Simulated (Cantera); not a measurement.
What does this Cantera script print?

```python
import numpy as np
import cantera as ct

gas_names = """
    C CN CO CO2 C2 CCN CNC C2N2 C2O C3 C3O2 C4 C4N2 C5 Fe FeC5O5 FeO N NCO NO NO2 NO3 N2 N2O O O2 O3
""".split()
cond_names = """
    C(gr) Fe(a) Fe(c) Fe(d) Fe(L) FeC5O5(L) FeO(s) FeO(L) Fe2O3(s) Fe3O4(s)
""".split()


# ... load() reads the species with a 1 bar reference pressure and builds the phases ...
atoms = {
    'Fe(CO)5': {'Fe': 1, 'C': 5, 'O': 5},
    'N2': {'N': 2},
}
top_T = {'C(gr)': 4500, 'Fe2O3(s)': 1830, 'Fe3O4(s)': 1870}  # K; cautious upper limits of use, not melting points


# ... equilibrate(T, P, feed) seeds the gas with the atoms and calls Mixture.equilibrate('TP', solver="vcs", rtol=1e-11, max_steps=5000) ...
results = []
feed = {'Fe(CO)5': 1, 'N2': 35}  # mol
P = 100000  # Pa
for T in [1125, 1200, 1275, 1350, 1425, 1500, 1575]:
    mix = equilibrate(T, P, feed)
    results.append((T, P, feed, dict(zip(mix.species_names, mix.species_moles))))

top = {s: max(r[3][s] / sum(r[3][g] for g in gas_names) for r in results) for s in gas_names}
cols = sorted((s for s in top if top[s] > 0.001), key=lambda s: -top[s])[:5]
seen = [c for c in cond_names if any(r[3].get(c, 0) > 1e-12 for r in results)]
print("log10 of partial pressures in bar; condensed amounts in mol")
print(f"{'T/K':>10s}" + "".join(f"{s[:9]:>10s}" for s in cols + seen))
for T, P, feed, n in results:
    ng = sum(n[g] for g in gas_names)
    print(f"{T:10.4g}" + "".join(f"{np.log10(max(n[s] / ng * P / 1e5, 1e-99)):10.3f}" for s in cols)
          + "".join(f"{n.get(c, 0):10.4g}" for c in seen))
```

Result:

```
log10 of partial pressures in bar; condensed amounts in mol
       T/K        N2        CO     C(gr)     Fe(a)     Fe(c)
      1125    -0.058    -0.909   0.03554         1         0
      1200    -0.058    -0.905   0.01171         0         1
      1275    -0.058    -0.904  0.004367         0         1
      1350    -0.058    -0.903   0.00182         0         1
      1425    -0.058    -0.903  0.000834         0         1
      1500    -0.058    -0.903 0.0004144         0         1
      1575    -0.058    -0.903 0.0002203         0         1
```

Equilibrium computed with Cantera from the NASA thermochemical tables; the gas is ideal and each condensed phase is pure. Iron dissolves carbon and melts from about 1420 K in contact with it, which pure phases cannot show. Condensed phases not in the tables: cementite and carbon dissolved in iron.
